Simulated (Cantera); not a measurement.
A closed system holds: 1 mol Si₃N₄, 0.019 mol N₂O, 1.1 mol H₂, at 0.600 Pa.

These are equilibrium values from Cantera (NASA tables, ideal gas, pure condensed phases), not measurements of a reactor. Candidate condensed phases: H₂O, Si, SiO₂, Si₂N₂O, Si₃N₄; 35 gas species. The tables' values for SiN are old estimates; treat these amounts as uncertain. Equilibrium is a limit: real reactors are often held back by kinetics, nucleation or transport. All values below are at 2025 K.

Base state: Si 0.438, N₂ 0.297, H 0.198, H₂ 0.0632, SiO 0.00280, Si₂ 0.000218, SiH 0.000173, SiN 0.000144 (mole fractions); condensed: gas only.

### Question
What changes in the equilibrium state with this change: pressure from 0.600 Pa to 0.133 bar?

### Answer
```csv
species,before,after
N₂,0.297,0.642
H₂,0.0632,0.348
SiO,0.00280,0.00604
Si,0.438,0.000437
H,0.198,0.00311
SiH₂,3.49e-7,4.25e-5
Si₂,0.000218,4.80e-6
Si₂N,8.34e-6,4.02e-5
SiN,0.000144,3.14e-5
"Si(l), mol",0,2.98
```
Gases not in the tables: Si₂H₆ and higher silanes.

### Question
What changes in the equilibrium state with this change: N₂O from 0.019 to 1.8 mol?

### Answer
```
species    before    after
-------  --------  -------
N₂          0.297    0.441
SiO       0.00280    0.209
H           0.198    0.166
Si          0.438    0.139
H₂         0.0632   0.0447
Si₂      0.000218  2.20e-5
SiH      0.000173  4.61e-5
SiN      0.000144  5.56e-5
```
